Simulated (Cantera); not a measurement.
Cantera run:

```python
import numpy as np
import cantera as ct

gas_names = """
    H HNO HNO2 HNO3 HO2 H2 H2O H2O2 N NH NH2 NH3 NH2OH NO NO2 NO3 N2 N2H2 N2H4 N2O O OH O2 O3 Si SiH
    SiH2 SiH3 SiH4 SiN SiO SiO2 Si2 Si2N Si3
""".split()
cond_names = """
    H2O(s) H2O(L) Si(cr) Si(L) SiO2(Lqz) SiO2(hqz) SiO2(L) Si2N2O(s) Si3N4(a)
""".split()


# ... load() reads the species with a 1 bar reference pressure and builds the phases ...
atoms = {
    'Si': {'Si': 1},
    'N2O': {'N': 2, 'O': 1},
    'H2': {'H': 2},
}
top_T = {'Si2N2O(s)': 2100, 'Si3N4(a)': 2400}  # K; cautious upper limits of use, not melting points


# ... equilibrate(T, P, feed) seeds the gas with the atoms and calls Mixture.equilibrate('TP', solver="vcs", rtol=1e-11, max_steps=5000) ...
results = []
feed = {'Si': 1, 'N2O': 0.025, 'H2': 1.3}  # mol
P = 3500  # Pa
for T in [1350, 1400, 1450, 1500, 1550, 1600, 1650, 1700, 1750, 1800]:
    mix = equilibrate(T, P, feed)
    results.append((T, P, feed, dict(zip(mix.species_names, mix.species_moles))))
    x = sorted(zip(gas.X, gas.species_names), reverse=True)
    print(f"T = {T:g} K  P = {P:g} Pa  gas = {mix.phase_moles(0):.4g} mol")
    print("   x: " + "  ".join(f"{s} {v:.3e}" for v, s in x if v > 1e-05))
    print("   condensed (mol): " + ("  ".join(f"{mix.phase(i).name} {mix.phase_moles(i):.4g}"
          for i in range(1, mix.n_phases) if mix.phase_moles(i) > 1e-12) or "none"))
```

It prints:

```
T = 1350 K  P = 3500 Pa  gas = 1.3 mol
   x: H2 1.000e+00  H 1.274e-05
   condensed (mol): Si(cr) 0.95  Si2N2O(s) 0.02499
T = 1400 K  P = 3500 Pa  gas = 1.3 mol
   x: H2 9.999e-01  H 2.600e-05  N2 1.728e-05  SiO 1.727e-05
   condensed (mol): Si(cr) 0.95  Si2N2O(s) 0.02498
T = 1450 K  P = 3500 Pa  gas = 1.3 mol
   x: H2 9.998e-01  N2 5.862e-05  SiO 5.861e-05  H 5.055e-05
   condensed (mol): Si(cr) 0.9501  Si2N2O(s) 0.02492
T = 1500 K  P = 3500 Pa  gas = 1.301 mol
   x: H2 9.995e-01  N2 1.830e-04  SiO 1.830e-04  H 9.407e-05
   condensed (mol): Si(cr) 0.9502  Si2N2O(s) 0.02476
T = 1550 K  P = 3500 Pa  gas = 1.301 mol
   x: H2 9.988e-01  N2 5.300e-04  SiO 5.300e-04  H 1.682e-04
   condensed (mol): Si(cr) 0.9507  Si2N2O(s) 0.02431
T = 1600 K  P = 3500 Pa  gas = 1.304 mol
   x: H2 9.968e-01  N2 1.434e-03  SiO 1.434e-03  H 2.902e-04
   condensed (mol): Si(cr) 0.9519  Si2N2O(s) 0.02313
T = 1650 K  P = 3500 Pa  gas = 1.31 mol
   x: H2 9.922e-01  N2 3.646e-03  SiO 3.646e-03  H 4.837e-04
   condensed (mol): Si(cr) 0.9548  Si2N2O(s) 0.02022
T = 1700 K  P = 3500 Pa  gas = 1.324 mol
   x: H2 9.815e-01  N2 8.854e-03  SiO 8.854e-03  H 7.803e-04  Si 1.939e-05  SiH2 1.393e-05
   condensed (mol): Si(L) 0.9617  Si2N2O(s) 0.01328
T = 1750 K  P = 3500 Pa  gas = 1.351 mol
   x: H2 9.617e-01  N2 1.851e-02  SiO 1.851e-02  H 1.219e-03  Si 4.289e-05  SiH2 2.003e-05  SiH 1.041e-05
   condensed (mol): Si(L) 0.9749
T = 1800 K  P = 3500 Pa  gas = 1.351 mol
   x: H2 9.610e-01  SiO 1.850e-02  N2 1.850e-02  H 1.876e-03  Si 9.073e-05  SiH2 2.876e-05  SiH 1.898e-05
   condensed (mol): Si(L) 0.9748
```

Equilibrium computed with Cantera from the NASA thermochemical tables; the gas is ideal and each condensed phase is pure. Mutual solubility and eutectic melting of coexisting phases are not modelled. Gases not in the tables: Si2H6 and higher silanes.
